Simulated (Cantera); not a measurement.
A perfectly stirred reactor is fed with CH4 : O2 : N2 : H2O = 1 : 3.28 : 12.3 : 1.6 (molar parts), equivalence ratio 0.61, at 4.90 bar; it is adiabatic with a 648 K inlet, and is followed from long to short residence time, starting on the burning branch (τ in s: 0.13, 0.048, 0.017, 0.0062, 0.0022, 0.0008, 0.00029, 0.0001, 3.7e-05, 1.3e-05).

Computed with Cantera and GRI-Mech 3.0 (53 species, 325 reactions).

x: mole fraction; the columns are a selection and need not sum to one.

```
τ (s)    T (K)     x CH4    x O2   x H2O   x H2O2     x NO    x C2H4
-------  -----  --------  ------  ------  -------  -------  --------
0.13      1833   3.57e-6  0.0703   0.198  1.35e-7  2.12e-5  4.72e-10
0.048     1832   8.38e-6  0.0703   0.198  1.60e-7  1.11e-5       ___
0.017     1829   1.87e-5  0.0704   0.197  2.14e-7  7.23e-6       ___
0.0062    1825   3.83e-5  0.0705   0.197  3.10e-7  5.89e-6       ___
0.0022    1817   7.87e-5  0.0709   0.197  4.72e-7  5.30e-6       ___
0.00080   1801  0.000163  0.0717   0.196  7.19e-7  4.64e-6       ___
0.00029   1768  0.000373  0.0737   0.194  1.11e-6  3.51e-6       ___
0.00010    648    0.0550   0.180  0.0880   <1e-12   <1e-12    <1e-12
3.7e-5     648    0.0550   0.180  0.0880   <1e-12   <1e-12    <1e-12
1.3e-5     648    0.0550   0.180  0.0880   <1e-12   <1e-12    <1e-12
```

### Question
Complete the blanks.

### Answer

- 0.048, x C2H4: 2.47e-9
- 0.017, x C2H4: 1.10e-8
- 0.0062, x C2H4: 3.83e-8
- 0.0022, x C2H4: 1.22e-7
- 0.00080, x C2H4: 3.61e-7
- 0.00029, x C2H4: 1.20e-6
